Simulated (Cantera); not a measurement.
A freely propagating, adiabatic, planar premixed flame of 7.94 % CH₄, 15.9 % O₂, 76.2 % N₂, equivalence ratio 1.0, unburnt at 325 K and 2.00 bar; mixture-averaged transport, grid criteria slope 0.08 and curve 0.16, no radiation.

Detailed kinetics in Cantera: GRI-Mech 3.0 (53 species, 325 reactions). Burning velocities carry a grid error of a few per cent, more on coarse grids.

### Question
Predict: laminar burning velocity; thermal thickness; peak x(C₂H₂); peak x(CO); peak x(H₂O₂); peak x(HCO).

### Answer
```json
{
 "laminar_burning_velocity": "17.7 cm/s",
 "thermal_thickness": "0.429 mm",
 "peak x(C₂H₂)": "8.84e-5",
 "peak x(CO)": "0.0288",
 "peak x(H₂O₂)": "2.91e-5",
 "peak x(HCO)": "1.21e-5"
}
```
